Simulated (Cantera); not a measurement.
A closed system holds: 1 mol SiHCl3, 0.48 mol N2, at 627 °C and 10.0 mbar.

Method: chemical equilibrium by Gibbs-energy minimisation in Cantera with the NASA 1993 tables (ideal gas, pure condensed phases). Candidate condensed phases: NH4Cl, Si, Si3N4; 28 gas species. N2 is the only nitrogen source here; it is nearly inert below about 1500 K, so the nitride shown seldom forms there in practice. The tables' values for SiCl3 are old estimates; treat these amounts as uncertain. Kinetics and transport are ignored.

Base state: SiCl4 0.375, HCl 0.359, N2 0.135, H2 0.131, SiHCl3 0.000388, SiCl3 4.47e-5 (mole fractions); condensed: Si3N4(s).

Problem. What changes in the equilibrium state with this change: N2 from 0.48 to 8.3 mol?

Solution. 
```csv
species,before,after
N2,0.135,0.846
HCl,0.359,0.0854
SiCl4,0.375,0.0580
H2,0.131,0.0102
SiHCl3,0.000388,1.97e-5
SiCl3,4.47e-5,8.11e-6
"Si3N4(s), mol",0.131,0.151
```
